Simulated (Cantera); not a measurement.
**Equilibrium for silicon nitride deposition: SiF₄ + N₂ + H₂ + NH₃**

A closed system holds: 1 mol SiF₄, 2.3 mol N₂, 0.7 mol H₂, 0.76 mol NH₃, held at 0.0740 bar.

Method: chemical equilibrium by Gibbs-energy minimisation in Cantera with the NASA 1993 tables (ideal gas, pure condensed phases). Candidate condensed phases: Si, Si₃N₄; 37 gas species. The tables' values for SiF₃ are old estimates; treat these amounts as uncertain. Rates play no part.

From 723 K to 798 K nothing is condensed. From 873 K to 1173 K the condensed part is Si₃N₄(s). The main Si-bearing gas is SiF₄ throughout.

| T (K) | x N₂ | x H₂ | x SiF₄ | x HF | x SiHF₃ | x SiF₃ | x NH₃ | n Si₃N₄(s) |
|---|---|---|---|---|---|---|---|---|
| 723 | 0.486 | 0.333 | 0.181 | 2.46e-5 | 9.56e-6 | 1.70e-9 | 6.96e-5 | 0 |
| 798 | 0.485 | 0.333 | 0.181 | 7.11e-5 | 2.84e-5 | 3.17e-8 | 3.03e-5 | 0 |
| 873 | 0.485 | 0.333 | 0.181 | 0.000171 | 6.98e-5 | 3.56e-7 | 1.50e-5 | 4.63e-5 |
| 948 | 0.485 | 0.333 | 0.181 | 0.000356 | 0.000148 | 2.72e-6 | 8.29e-6 | 9.43e-5 |
| 1023 | 0.485 | 0.333 | 0.181 | 0.000666 | 0.000282 | 1.54e-5 | 4.96e-6 | 0.000169 |
| 1098 | 0.485 | 0.332 | 0.180 | 0.00114 | 0.000490 | 6.82e-5 | 3.18e-6 | 0.000267 |
| 1173 | 0.485 | 0.332 | 0.180 | 0.00182 | 0.000790 | 0.000249 | 2.14e-6 | 0.000356 |
x: gas mole fraction; n: condensed amount in mol.
